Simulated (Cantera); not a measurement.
**Thermodynamics of silicon oxide and oxynitride deposition, feed SiCl4 + O3 + N2 + N2O**

A closed system holds: 1 mol SiCl4, 4.8 mol O3, 2.4 mol N2, 23 mol N2O, held at 948.15 K and 0.000610 bar.

Method: chemical equilibrium by Gibbs-energy minimisation in Cantera with the NASA 1993 tables (ideal gas, pure condensed phases). Candidate condensed phases: Si, SiO2, Si2N2O, Si3N4; 23 gas species. Equilibrium is a limit: real reactors are often held back by kinetics, nucleation or transport.

| Item | Value |
|---|---|
| x(N2) | 0.563 |
| x(O2) | 0.392 |
| x(Cl2) | 0.0436 |
| x(Cl) | 0.00145 |
| x(NO) | 1.98e-5 |
| x(ClO) | 1.62e-6 |
| n(SiO2(β-quartz)) | 1.00 mol |
| gas amount | 45.13 mol |
| log10 activity of Si(s) (absent) | -37.11 |
